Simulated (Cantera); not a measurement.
Feed: 1 mol MgO, 3.2 mol F2, 25 mol H2, held at 2.10 mbar.

Equilibrium computed with Cantera from the NASA thermochemical tables; the gas is ideal and each condensed phase is pure. Candidate condensed phases: H2O, Mg, MgF2, MgO, Mg(OH)2; 31 gas species. Mutual solubility and eutectic melting of coexisting phases are not modelled. Equilibrium is a limit: real reactors are often held back by kinetics, nucleation or transport.

Which condensed phases are stable at each of these points (T (°C)): 977, 1027, 1077, 1127, 1177, 1227, 1277, 1327, 1377, 1427, 1477?


```csv
T (°C),condensed phases,Mg condensed (%)
977,MgF2(s) + MgO(s),99.8
1027,MgF2(s) + MgO(s),99.3
1077,MgF2(s) + MgO(s),97.3
1127,MgF2(s) + MgO(s),91.2
1177,MgO(s),86.3
1227,MgO(s),82.9
1277,MgO(s),79.0
1327,MgO(s),74.3
1377,MgO(s),68.4
1427,MgO(s),60.6
1477,MgO(s),49.7
```

From 977 °C to 1127 °C the condensed part is MgF2(s) + MgO(s). From 1177 °C to 1477 °C the condensed part is MgO(s).
